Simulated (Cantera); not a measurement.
What does this Cantera script print?

```python
import numpy as np
import cantera as ct

surf = ct.Interface("diamond.yaml", "diamond_100")
gas, bulk = surf.adjacent["gas"], surf.adjacent["diamond"]
k = surf.kinetics_species_index(bulk.species_names[0])
cover = ["c6HH", "c6H*", "c6*H", "c6**", "c6HM", "c6B"]

rows, drift = [], 0.0
print(f"{'xH':>10s}{'um/h':>11s}" + "".join(f"{s:>11s}" for s in cover))
for v in [0.0001, 0.00021, 0.00043, 0.0009, 0.0019, 0.0039, 0.008, 0.017, 0.035]:
    T, P, xH, xCH3 = 1175, 2700, v, 0.00036
    gas.TPX = T, P, {"H": xH, "CH3": xCH3, "CH4": 0.0088, "H2": 1 - xH - xCH3 - 0.0088}
    surf.TP = bulk.TP = T, P
    surf.coverages = "c6H*:0.1, c6HH:0.9"
    surf.advance_coverages(100.0)
    before = surf.coverages
    surf.advance_coverages(100.0)
    drift = max(drift, np.max(np.abs(surf.coverages - before) / (surf.coverages + 1e-9)))
    rate = surf.net_production_rates[k] * bulk.mean_molecular_weight / bulk.density * 3.6e9
    rows.append([rate, *surf[cover].coverages])
    print(f"{v:10.4g}{rate:11.4e}" + "".join(f"{x:11.3e}" for x in rows[-1][1:]))
```

Output:

```
        xH       um/h       c6HH       c6H*       c6*H       c6**       c6HM        c6B
    0.0001 1.1839e-01  6.054e-01  2.621e-02  3.528e-01  4.426e-03  3.309e-03  3.213e-10
   0.00021 2.6374e-01  5.381e-01  3.048e-02  4.102e-01  8.652e-03  4.158e-03  7.157e-10
   0.00043 4.9308e-01  4.977e-01  3.292e-02  4.431e-01  1.380e-02  4.852e-03  1.338e-09
    0.0009 8.5706e-01  4.743e-01  3.425e-02  4.609e-01  1.888e-02  5.320e-03  2.326e-09
    0.0019 1.4458e+00  4.621e-01  3.492e-02  4.698e-01  2.270e-02  5.410e-03  3.923e-09
    0.0039 2.3575e+00  4.564e-01  3.526e-02  4.742e-01  2.500e-02  5.056e-03  6.397e-09
     0.008 3.6979e+00  4.540e-01  3.548e-02  4.768e-01  2.631e-02  4.266e-03  1.003e-08
     0.017 5.4355e+00  4.533e-01  3.568e-02  4.787e-01  2.707e-02  3.120e-03  1.475e-08
     0.035 7.0490e+00  4.534e-01  3.588e-02  4.799e-01  2.747e-02  2.020e-03  1.913e-08
```

Cantera simulation using the Harris–Goodwin 1993 mechanism for the reconstructed diamond (100) surface; the numbers are that mechanism's predictions, not measurements.
